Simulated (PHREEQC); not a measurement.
Make-up at 25 °C: 0.0062 mol/kgw H2SO4, 0.014 mol/kgw AlCl3 and 0.0024 mol/kgw MgCl2. Closed to the air; pH follows from the charge balance.

Computed with PHREEQC (ion-association model, wateq4f.dat).

Each row changes one thing in this solution. This is a speciation only: nothing precipitates in the calculation.

```
case                                                pH  ionic strength (mol/kgw)  Al+3 (mol/kgw)  AlSO4+ (mol/kgw)  Mg+2 (mol/kgw)  SO4-2 (mol/kgw)  SI of Epsomite (MgSO4:7H2O)  SI of Gibbsite (Al(OH)3)
------------------------------------------------  ----  ------------------------  --------------  ----------------  --------------  ---------------  ---------------------------  ------------------------
as made                                           2.01                    0.0835         0.00993           0.00400         0.00228          0.00132                        -4.16                     -4.80
AlCl3 from 0.014 to 0.028 mol/kgw                 2.02                       [?]          0.0233           0.00459         0.00234          0.00103                        -4.43                     -4.55
H2SO4 replaced by Li2SO4 at the same molality     3.72                    0.0819         0.00933           0.00435         0.00227          0.00151                        -4.10                     +0.31
0.0073 mol/kgw NaHCO3 added                       2.40                       [?]         0.00970           0.00421         0.00228          0.00141                        -4.13                       [?]
AlCl3 replaced by Al2(SO4)3 at the same molality  2.19                    0.0710             [?]            0.0201         0.00148           0.0147                        -3.26                     -4.61
```

Question: Fill in the missing entries.

Answer: 
- AlCl3 from 0.014 to 0.028 mol/kgw, ionic strength (mol/kgw): 0.165
- 0.0073 mol/kgw NaHCO3 added, ionic strength (mol/kgw): 0.0828
- 0.0073 mol/kgw NaHCO3 added, SI of Gibbsite (Al(OH)3): -3.65
- AlCl3 replaced by Al2(SO4)3 at the same molality, Al+3 (mol/kgw): 0.00402

Complexes and solids missing from the database can't appear. Some of these states are supersaturated (in Basaluminite, Gibbsite (slow to form), for instance).
